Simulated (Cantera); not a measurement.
A perfectly stirred reactor is fed with C2H6 : N2 = 1 : 4.7 (molar parts), at 1.01 bar; it is held at 1300 K, and followed from long to short residence time.

Cantera simulation using GRI-Mech 3.0 (53 species, 325 reactions); the numbers are that mechanism's predictions, not measurements. GRI-Mech 3.0 stops at C3 and has no aromatics, soot or wall deposition, so with more carbon than oxygen in the feed, carbon stays in small species such as C2H2 where larger ones or solid carbon would form.

Task: Predict: x(C2H6) at τ = 2.80 s; x(CH3) at τ = 2.80 s; x(C2H2) at τ = 2.80 s; x(C2H4) at τ = 2.80 s; x(C2H6) at τ = 90.0 ms; x(CH3) at τ = 90.0 ms; x(C2H2) at τ = 90.0 ms; x(C2H4) at τ = 90.0 ms.

Result: 
```json
{
 "x(C2H6) at τ = 2.80 s": "0.000847",
 "x(CH3) at τ = 2.80 s": "1.34e-5",
 "x(C2H2) at τ = 2.80 s": "0.0746",
 "x(C2H4) at τ = 2.80 s": "0.0394",
 "x(C2H6) at τ = 90.0 ms": "0.00627",
 "x(CH3) at τ = 90.0 ms": "2.98e-5",
 "x(C2H2) at τ = 90.0 ms": "0.0557",
 "x(C2H4) at τ = 90.0 ms": "0.0645"
}
```
